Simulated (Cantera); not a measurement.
A closed system holds: 1 mol SiC, 0.0086 mol Si, 0.025 mol H2, held at 1748.15 K and 1 atm.

Cantera equilibrium calculation (NASA polynomials, part measured and part estimated; ideal gas, pure solids and liquids). Candidate condensed phases: C, C6H6, C7H8, C8H18, Si, SiC; 87 gas species. Mutual solubility and eutectic melting of coexisting phases are not modelled. Gases not in the tables: Si2H6 and higher silanes. Rates play no part.

Base state: H2 1.000, H 0.000227, SiH2 2.05e-5, CH4 1.76e-5 (mole fractions); condensed: Si(l) + SiC(s).

Question: What changes in the equilibrium state with this change: 1.4 mol CO2 added?

Answer: 
| species | before | after |
|---|---|---|
| CO | 0 | 0.967 |
| H2 | 1.000 | 0.0308 |
| SiO | 0 | 0.00209 |
| CO2 | 0 | 9.75e-5 |
| H2O | 0 | 1.12e-5 |
| SiH2 | 2.05e-5 | 5.43e-9 |
| Si(l), mol | 0.00860 | 0 |
| SiC(s), mol | 1.00 | 0 |
| C(graphite), mol | 0 | 1.62 |
| SiO2(condensed), mol | 0 | 1.01 |
The tables hold silica as quartz up to 1696 K and as liquid above; real silica turns to tridymite and cristobalite and melts near 1996 K. Further candidate phases: H2O, SiO2.
